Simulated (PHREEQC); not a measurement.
Solution (25 °C): 0.079 mol/kgw HCl and 0.15 mol/kgw CuSO4. Closed to the air; pH follows from the charge balance.

Computed with PHREEQC (ion-association model, phreeqc.dat).

```yaml
pH: 1.56
ionic_strength: 0.360 mol/kgw
activity_of_water: 0.994
specific_conductance: 24900 µS/cm
density: 1.021 g/cm³
total_alkalinity: -79.0 meq/kg
```

| species | molality | activity | log γ |
|---|---|---|---|
| Cu+2 | 0.0897 | 0.0246 | -0.561 |
| Cl- | 0.0739 | 0.0497 | -0.172 |
| CuSO4 | 0.0553 | 0.0601 | 0.036 |
| SO4-2 | 0.0511 | 0.0119 | -0.631 |
| HSO4- | 0.0436 | 0.0319 | -0.136 |
| H+ | 0.0354 | 0.0274 | -0.110 |
| CuCl+ | 0.00489 | 0.00330 | -0.171 |

No solid was allowed to form. Complexes and solids missing from the database can't appear.
